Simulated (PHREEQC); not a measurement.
## Brackish or sea water: speciation

A made-up water analysis in mmol/kgw, 5 °C, pH 7.57, pe 10.3: Na 152; K 0.042; Ca 2.67; Mg 42; Cl 243; S(6) 2.67; Alkalinity (meq/kgw) 0.664; Si 0.145; Ni 1.89; B 0.207.

Valence states are taken as typed.

Model: ion-association model, wateq4f.dat, run in PHREEQC.

Each row changes one thing in this solution. No solid was allowed to form.

| case | SO4-2 (mol/kgw) | MgSO4 (mol/kgw) | NaSO4- (mol/kgw) | NiCO3 (mol/kgw) | NiCl+ (mol/kgw) | HCO3- (mol/kgw) | SI of Chalcedony (SiO2) |
|---|---|---|---|---|---|---|---|
| as made | 0.00160 | 0.000717 | 0.000280 | 0.000250 | 0.000221 | 0.000122 | -0.00 |
| Si from 0.145 to 0.435 mmol/kgw | 0.00160 | 0.000717 | 0.000280 | 0.000250 | 0.000222 | 0.000122 | +0.47 |
| pH from 7.57 to 7.27 at the same alkalinity | 0.00160 | 0.000717 | 0.000280 | 0.000206 | 0.000227 | 0.000196 | -0.00 |
| temperature from 5 to 80 °C at the same typed pH | 0.000864 | 0.00156 | 0.000195 | 0.000190 | 0.000192 | 4.13e-5 | -0.73 |

Some of these states are supersaturated (in Quartz (slow to form), Chalcedony (slow to form), for instance). In wateq4f.dat the enthalpy of Ni(OH)2 has the wrong sign, so its saturation index can't be trusted away from 25 °C. Away from 25 °C the constants follow the database's enthalpies or fits; those with neither stay at their 25 °C values. The database's nickel carbonate constants are estimates that later reviews lower a good deal.
